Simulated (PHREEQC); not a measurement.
H2SO4 is added in steps, without added water, to 1 kg of water holding 2.6 mmol/kgw Cd(NO3)2, at 25 °C. O2 is buffered at 0.21 atm. No CO2 enters from the air. The run lets Cd(OH)2 precipitate or redissolve, and no other solid.

Base run: PHREEQC, ion-association model, wateq4f.dat. Each further column changes one thing. The table gives SO4-2 (mol/kgw).

| H2SO4 added (mol) | base | Cd(NO3)2 from 0.0026 to 0.0052 mol/kgw | diluted 2-fold with water | diluted 10-fold with water | no solid may form |
|---|---|---|---|---|---|
| 0 | 0 | 0 | 0 | 0 | 0 |
| 0.0009 | 0.000631 | 0.000559 | ___ | ___ | 0.000631 |
| 0.00225 | 0.00147 | 0.00132 | ___ | 0.00171 | 0.00147 |
| 0.00315 | 0.00198 | 0.00179 | ___ | 0.00225 | 0.00198 |
| 0.00405 | 0.00244 | 0.00223 | 0.00259 | 0.00275 | 0.00244 |
| 0.00495 | 0.00288 | 0.00265 | 0.00304 | 0.00320 | 0.00288 |
| 0.0063 | 0.00349 | 0.00323 | ___ | ___ | 0.00349 |
| 0.0072 | 0.00386 | 0.00360 | ___ | 0.00420 | 0.00386 |

Task: Fill in the missing entries.

Result: 
- 0.0009, diluted 2-fold with water: 0.000692
- 0.0009, diluted 10-fold with water: 0.000768
- 0.00225, diluted 2-fold with water: 0.00159
- 0.00315, diluted 2-fold with water: 0.00211
- 0.0063, diluted 2-fold with water: 0.00366
- 0.0063, diluted 10-fold with water: 0.00382
- 0.0072, diluted 2-fold with water: 0.00404
